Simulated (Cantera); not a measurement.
Diamond growth

A diamond (100) surface in a fixed gas of H2 with x(CH4) = 0.0099, x(H) = 0.00043, at 1000 K, 0.0227 atm; coverages are run to steady state.

Detailed kinetics in Cantera: the Harris–Goodwin 1993 mechanism for the reconstructed diamond (100) surface.

| x(CH3) | growth (µm/h) | θ c6HH | θ c6H* | θ c6*H | θ c6** | θ c6HM |
|---|---|---|---|---|---|---|
| 1e-06 | 0.00591 | 0.605 | 0.0180 | 0.368 | 0.00817 | 0.000605 |
| 2.4e-06 | 0.0142 | 0.604 | 0.0180 | 0.368 | 0.00816 | 0.00145 |
| 5.6e-06 | 0.0330 | 0.603 | 0.0179 | 0.367 | 0.00812 | 0.00337 |
| 1.3e-05 | 0.0759 | 0.599 | 0.0178 | 0.364 | 0.00804 | 0.00777 |
| 3.1e-05 | 0.178 | 0.591 | 0.0175 | 0.359 | 0.00785 | 0.0182 |
| 7.3e-05 | 0.402 | 0.572 | 0.0169 | 0.347 | 0.00744 | 0.0412 |
| 0.00017 | 0.859 | 0.534 | 0.0158 | 0.323 | 0.00662 | 0.0881 |
| 0.00041 | 1.72 | 0.461 | 0.0135 | 0.277 | 0.00512 | 0.177 |
| 0.00097 | 2.94 | 0.357 | 0.0103 | 0.211 | 0.00318 | 0.304 |
θ: site fractions in the mechanism's names (c6HH fully hydrogenated, c6H* and c6*H radical sites, c6** diradical, c6HM methylated).
